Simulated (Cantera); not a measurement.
Input: 1 mol Si, 0.17 mol N2O, 3.5 mol H2, 0.072 mol O2, held at 37.0 Pa.

Equilibrium computed with Cantera from the NASA thermochemical tables; the gas is ideal and each condensed phase is pure. Candidate condensed phases: H2O, Si, SiO2, Si2N2O, Si3N4; 35 gas species. Mutual solubility and eutectic melting of coexisting phases are not modelled. The tables' values for SiN are old estimates; treat these amounts as uncertain. Gases not in the tables: Si2H6 and higher silanes. Rates play no part.

log p: log10 of the partial pressure in bar; n: condensed amount in mol.

| T (K) | log p H2 | log p Si | log p SiO | log p H | log p N2 | n Si(s) | n Si2N2O(s) | n Si(l) |
|---|---|---|---|---|---|---|---|---|
| 1425 | -3.45 | -8.79 | -4.83 | -6.89 | -7.06 | 0.517 | 0.169 | 0 |
| 1475 | -3.45 | -8.24 | -4.81 | -6.61 | -6.06 | 0.525 | 0.161 | 0 |
| 1525 | -3.46 | -7.72 | -4.70 | -6.36 | -5.22 | 0.577 | 0.109 | 0 |
| 1575 | -3.49 | -7.24 | -4.54 | -6.13 | -4.80 | 0.685 | 0 | 0 |
| 1625 | -3.49 | -6.79 | -4.54 | -5.90 | -4.80 | 0.684 | 0 | 0 |
| 1675 | -3.49 | -6.36 | -4.54 | -5.68 | -4.80 | 0.681 | 0 | 0 |
| 1725 | -3.49 | -5.99 | -4.54 | -5.48 | -4.80 | 0 | 0 | 0.674 |
| 1775 | -3.50 | -5.66 | -4.54 | -5.29 | -4.81 | 0 | 0 | 0.661 |
| 1825 | -3.50 | -5.34 | -4.55 | -5.11 | -4.81 | 0 | 0 | 0.634 |
| 1875 | -3.51 | -5.04 | -4.55 | -4.94 | -4.82 | 0 | 0 | ___ |
| 1925 | -3.53 | -4.76 | -4.57 | -4.79 | -4.83 | 0 | 0 | ___ |
| 1975 | -3.56 | -4.49 | -4.59 | -4.64 | -4.86 | 0 | 0 | ___ |

Question: What belongs in the gaps?

Answer: 
- 1875, n Si(l): 0.580
- 1925, n Si(l): 0.476
- 1975, n Si(l): 0.274
